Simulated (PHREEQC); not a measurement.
0.14 g of hydrous ferric oxide (600 m²/g; 0.2 weak and 0.005 strong sites per Fe, Dzombak-Morel constants, diffuse double layer) in 1 kg of water with 0.005 mol/kgw of an inert sodium salt, at 25 °C; the pH is set by adding NaOH or the inert anion's acid. Oxygen is held at 0.21 atm. The system is closed to CO2. Nothing may precipitate in this run.

Base run: PHREEQC, ion-association model, wateq4f.dat. Each further column changes one thing. The table gives surface charge σ (C/m²).

| pH | base | background salt from 0.005 to 0.0005 mol/kgw | oxide from 0.14 to 0.7 g/kgw | 0.00042 mol/kgw Na2SeO4 added |
|---|---|---|---|---|
| 3 | 0.303 | … | 0.306 | … |
| 3.67 | 0.222 | 0.133 | 0.225 | … |
| 5 | 0.090 | … | 0.091 | 0.024 |
| 5.67 | 0.051 | 0.020 | 0.052 | 0.020 |
| 6.33 | 0.027 | 0.010 | 0.027 | … |
| 7.67 | 0.004 | … | 0.004 | 0.004 |
| 8.33 | -0.002 | -0.001 | -0.002 | -0.002 |
| 9 | -0.009 | … | -0.009 | -0.010 |
| 10.33 | -0.042 | -0.018 | -0.043 | -0.046 |
| 11 | -0.081 | -0.049 | -0.082 | -0.086 |

**Question.** Some entries are withheld; supply them.

**Answer.** 
- 3, background salt from 0.005 to 0.0005 mol/kgw: 0.241
- 3, 0.00042 mol/kgw Na2SeO4 added: 0.031
- 3.67, 0.00042 mol/kgw Na2SeO4 added: 0.029
- 5, background salt from 0.005 to 0.0005 mol/kgw: 0.039
- 6.33, 0.00042 mol/kgw Na2SeO4 added: 0.015
- 7.67, background salt from 0.005 to 0.0005 mol/kgw: 0.001
- 9, background salt from 0.005 to 0.0005 mol/kgw: -0.003

The oxide is taken as insoluble; below pH 4 it would dissolve.
